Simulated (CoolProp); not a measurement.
A Linde-Hampson liquefier for CF4 (R14): isothermal reversible compression at 320 K from 1 atm to 25 MPa, throttling to 1 atm, return gas leaving the recuperator 2 K below the feed. Each further row changes one setting.

Model: reference Helmholtz-energy equation of state, Platzer 1990, in CoolProp. This equation is an older, rougher fit; its heat capacities, sound speeds and derivatives of the liquid may be far off and weren't checked against measurements.

```tsv
case	liquid yield per pass	compression work (kJ/kg of gas)
as stated	…	154
high pressure 50 MPa	…	178
warm-end temperature 350 K	…	173
warm-end gap 7 K	0.225	154
```

Q: Complete the blanks.

A: 
- as stated, liquid yield per pass: 0.237
- high pressure 50 MPa, liquid yield per pass: 0.245
- warm-end temperature 350 K, liquid yield per pass: 0.183
